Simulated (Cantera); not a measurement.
Standard-state values (1 bar) from the NASA 1993 polynomials, evaluated with Cantera. Values are per mole of reaction as written; species without (g) are pure solids or liquids, kept so even where they would boil at 1 bar.

2 PbF2 + SO2(g) → 2 Pb(g) + O2(g) + SF4(g)

```
T (K)  ΔH° (kJ)  ΔS° (J/K)  ΔG° (kJ)  log10 K  condensed phases
-----  --------  ---------  --------  -------  ----------------
300      1277.9      381.2    1163.6  -202.59           PbF2(s)
873      1231.0      304.5     965.2   -57.75           PbF2(s)
923      1228.2      301.4     950.0   -53.76           PbF2(s)
973      1225.6      298.6     935.0   -50.20           PbF2(s)
1023     1222.8      295.9     920.2   -46.98           PbF2(s)
1073          …          …         …        …           PbF2(s)
1123     1188.7      264.9     891.3   -41.46           PbF2(l)
1173          …          …         …        …           PbF2(l)
1223     1179.5      257.0     865.2   -36.95           PbF2(l)
1273     1174.9      253.3     852.5   -34.98           PbF2(l)
1323     1170.4      249.8     839.9   -33.16           PbF2(l)
```

Task: Complete the blanks.

Result: 
- 1073, ΔH° (kJ): 1221.4
- 1073, ΔS° (J/K): 294.5
- 1073, ΔG° (kJ): 905.4
- 1073, log10 K: -44.08
- 1173, ΔH° (kJ): 1184.1
- 1173, ΔS° (J/K): 260.8
- 1173, ΔG° (kJ): 878.2
- 1173, log10 K: -39.10
